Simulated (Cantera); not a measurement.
Feed: 1 mol SiH4, 0.72 mol C2H2, 2.7 mol H2, at 240 Pa.

These are equilibrium values from Cantera (NASA tables, ideal gas, pure condensed phases), not measurements of a reactor. Candidate condensed phases: C, C6H6, C7H8, C8H18, Si, SiC; 87 gas species. Gases not in the tables: Si2H6 and higher silanes. The numbers say what is thermodynamically allowed, not how fast it happens.

Problem. What share of the Si ends up in condensed phases as a function of T (°C), at 1477, 1527, 1577, 1627, 1677, 1727, 1777, 1827, 1877, 1927, 1977, 2027, 2077, 2127?

Solution. 
```
T (°C)  Si condensed (%)      as
------  ----------------  ------
1477               100.0  SiC(s)
1527               100.0  SiC(s)
1577               100.0  SiC(s)
1627                99.9  SiC(s)
1677                99.7  SiC(s)
1727                99.4  SiC(s)
1777                98.6  SiC(s)
1827                97.1  SiC(s)
1877                94.1  SiC(s)
1927                88.1  SiC(s)
1977                76.2  SiC(s)
2027                52.7  SiC(s)
2077                 4.8  SiC(s)
2127                 0.0       -
```
